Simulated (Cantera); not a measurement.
What does this Cantera script print?

```python
import numpy as np
import cantera as ct

gas_names = """
    Cu CuF CuF2 CuO Cu2 F FO FO2 F2 F2O O O2 O3
""".split()
cond_names = """
    Cu(cr) Cu(L) CuF2(s) CuF2(L) CuO(s) Cu2O(s) Cu2O(L)
""".split()


# ... load() reads the species with a 1 bar reference pressure and builds the phases ...
atoms = {
    'CuO': {'Cu': 1, 'O': 1},
    'F2': {'F': 2},
}
top_T = {'CuO(s)': 1390}  # K; cautious upper limits of use, not melting points


# ... equilibrate(T, P, feed) seeds the gas with the atoms and calls Mixture.equilibrate('TP', solver="vcs", rtol=1e-11, max_steps=5000) ...
results = []
feed = {'CuO': 1, 'F2': 5.8}  # mol
T = 1425  # K
P = 2600  # Pa
mix = equilibrate(T, P, feed)
results.append((T, P, feed, dict(zip(mix.species_names, mix.species_moles))))
print(gas.report(threshold=0.001))
for i in range(1, mix.n_phases):
    print(f"{mix.phase(i).name:16s} {mix.phase_moles(i):12.5e} mol")
```

It prints:

```
       temperature   1425 K
          pressure   2600 Pa
           density   0.0059604 kg/m^3
  mean mol. weight   27.161 kg/kmol
   phase of matter   gas

                          1 kg             1 kmol
                     ---------------   ---------------
          enthalpy        2.6683e+06        7.2475e+07  J
   internal energy        2.2321e+06        6.0627e+07  J
           entropy            9024.4        2.4511e+05  J/K
    Gibbs function       -1.0191e+07       -2.7681e+08  J
 heat capacity c_p            925.41             25136  J/K
 heat capacity c_v             619.3             16821  J/K

                      mass frac. Y      mole frac. X     chem. pot. / RT
                     ---------------   ---------------   ---------------
              CuF2           0.33854          0.090555            -65.65
                 F           0.60079           0.85894           -18.245
                F2         0.0073016         0.0052194           -36.491
                O2          0.053337          0.045275           -34.363
     [   +9 minor]        2.8768e-05        1.5694e-05

Cu(L)             0.00000e+00 mol
CuF2(L)           0.00000e+00 mol
Cu2O(s)           0.00000e+00 mol
```

Equilibrium computed with Cantera from the NASA thermochemical tables; the gas is ideal and each condensed phase is pure.
